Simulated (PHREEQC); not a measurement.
0.69 g of hydrous ferric oxide (600 m²/g; 0.2 weak and 0.005 strong sites per Fe, Dzombak-Morel constants, diffuse double layer) in 1 kg of water with 0.01 mol/kgw of an inert sodium salt and 0.15 mmol/kgw PbCl2, 0.013 mmol/kgw BaCl2 and 0.034 mmol/kgw NiCl2, at 25 °C; the pH is set by adding NaOH or the inert anion's acid. Oxygen alone is held at its pressure in air (log pO2 = -0.68). The system is closed to CO2. Precipitation was switched off in this run.

The numbers come from PHREEQC with the ion-association model, wateq4f.dat.

```csv
pH,Pb sorbed (%),Ba sorbed (%),Ni sorbed (%),surface charge σ (C/m²),surface potential ψ (mV)
3,4.0,0.0,0.0,0.328,201
3.5,15.2,0.0,0.0,0.280,195
4,24.0,0.0,0.0,0.222,184
4.5,28.7,0.0,0.0,0.166,170
5,44.0,0.0,0.1,0.119,153
5.5,76.6,0.0,0.4,0.085,136
6,95.3,0.0,2.4,0.057,117
6.5,99.3,0.0,15.4,0.037,95
7,99.9,0.0,58.6,0.022,71
7.5,100.0,0.0,92.1,0.012,46
8,100.0,0.3,99.0,0.005,19
8.5,100.0,2.4,99.9,-0.002,-8
9,100.0,17.7,100.0,-0.009,-35
```

Complexes and solids missing from the database can't appear. The oxide is taken as insoluble; below pH 4 it would dissolve.
